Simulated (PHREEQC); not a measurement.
Make-up at 25 °C: 0.022 mol CdSO4, 0.071 mol Na2SO4 and 0.0004 mol H2SO4 per kg of water. Closed to the air; pH follows from the charge balance.

Computed with PHREEQC (ion-association model, phreeqc.dat).

Problem. The ionic strength comes out as 0.217 mol/kgw. What activity coefficients do SO4-2, Cd+2, NaSO4-, H+, HSO4- get?

Solution. SO4-2 0.28, Cd+2 0.30, NaSO4- 0.74, H+ 0.79, HSO4- 0.74.

No solid was allowed to form.
